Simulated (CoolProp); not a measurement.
Saturation properties of water.

Model: reference Helmholtz-energy equation of state, Wagner 2002, in CoolProp.

| T (°C) | p (kPa) | enthalpy of vaporisation (kJ/kg) | liquid viscosity (µPa s) |
|---|---|---|---|
| 188.25 | 1208 | 1984 | 143 |
| 202.85 | 1650 | 1929 | 133 |
| 217.55 | 2213 | 1868 | 123 |
| 232.15 | 2909 | 1803 | 115 |
| 246.85 | 3769 | 1731 | 108 |
| 261.55 | 4812 | 1653 | 101 |
| 276.15 | 6052 | 1567 | 95.1 |
| 290.85 | 7534 | 1471 | 89.3 |
| 305.45 | 9267 | 1363 | 83.8 |

It boils at 100.0 °C under 1 atm.

Viscosity comes from a separate model (Huber 2009).
